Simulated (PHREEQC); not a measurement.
# Metal-bearing waste water

A solution holds 0.038 mol/kgw FeSO4, 0.0001 mol/kgw CuCl2, 4.6e-05 mol/kgw HCl and 0.0044 mol/kgw Na2SO4, at 25 °C. Closed to the air; pH follows from the charge balance.

Computed with PHREEQC (ion-association model, wateq4f.dat).

Each row changes one thing in this solution. Precipitation was switched off in this run.

```tsv
case	pH	ionic strength (mol/kgw)	SO4-2 (mol/kgw)	Fe+2 (mol/kgw)	FeSO4 (mol/kgw)	Na+ (mol/kgw)	SI of Melanterite (FeSO4:7H2O)	SI of Tenorite (CuO)
as made	4.75	0.103	0.0266	0.0227	0.0153	0.00839	-1.85	-2.78
0.001 mol/kgw KCl added	4.75	0.104	0.0266	0.0227	0.0153	0.00839	-1.85	-2.78
diluted 100-fold with water	6.18	0.00158	0.000405	0.000362	1.84e-5	8.78e-5	-4.78	-1.38
FeSO4 from 0.038 to 0.0342 mol/kgw	4.73	0.0950	0.0246	0.0206	0.0136	0.00841	-1.90	-2.79
diluted 10-fold with water	5.45	0.0135	0.00347	0.00304	0.000758	0.000870	-3.16	-2.03
```
